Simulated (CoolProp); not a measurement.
A single-stage vapour-compression cycle with vinyl chloride: evaporating at 282.15 K (dew point), condensing at 313.15 K (bubble point), superheat 0 K, subcooling 8 K, compressor efficiency 0.85, no pressure losses. Each further row changes one setting.

Model: reference Helmholtz-energy equation of state, Thol 2022, in CoolProp.

| case | cooling COP | pressure ratio | discharge temperature (K) | refrigerating effect (kJ/kg) | volumetric capacity (kJ/m³) |
|---|---|---|---|---|---|
| as stated | 7.26 | 2.54 | 335.0 | 301 | 2010 |
| evaporating temperature 287.15 K | 8.94 | ? | 330.8 | ? | ? |
| condensing temperature 308.15 K | ? | 2.22 | ? | 309 | 2070 |
| subcooling 13 K | 7.45 | 2.54 | 335.0 | 309 | 2070 |
| superheat 10 K | ? | 2.54 | ? | 310 | 1990 |
| compressor efficiency 0.75 | 6.41 | 2.54 | ? | 301 | 2010 |

Problem. What belongs in the gaps?

Solution. 
- evaporating temperature 287.15 K, pressure ratio: 2.15
- evaporating temperature 287.15 K, refrigerating effect (kJ/kg): 304
- evaporating temperature 287.15 K, volumetric capacity (kJ/m³): 2380
- condensing temperature 308.15 K, cooling COP: 8.80
- condensing temperature 308.15 K, discharge temperature (K): 327.0
- superheat 10 K, cooling COP: 7.18
- superheat 10 K, discharge temperature (K): 345.4
- compressor efficiency 0.75, discharge temperature (K): 340.4
